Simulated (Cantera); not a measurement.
Feed: 1 mol c-C4F8, held at 1200 K and 4.00 mbar.

These are equilibrium values from Cantera (NASA tables, ideal gas, pure condensed phases), not measurements of a reactor. Candidate condensed phases: C; 13 gas species. The feed counts by its element totals alone. Gases not in the tables: C2F6 and larger saturated fluorocarbons. Kinetics and transport are ignored.

Base state: CF4 1.000 (mole fractions); condensed: C(graphite).

### Question
What changes in the equilibrium state with this change: temperature from 1200 K to 3498 K?

### Answer
| species | before | after |
|---|---|---|
| F | 2.18e-7 | 0.741 |
| C | <1e-9 | 0.140 |
| C3 | <1e-9 | 0.0502 |
| CF4 | 1.000 | <1e-9 |
| CF | <1e-9 | 0.0393 |
| C2 | <1e-9 | 0.0294 |
| C5 | <1e-9 | 0.000122 |
| C4 | <1e-9 | 0.000111 |
| CF2 | 2.44e-6 | 0.000305 |
| C(graphite), mol | 2.00 | 0 |
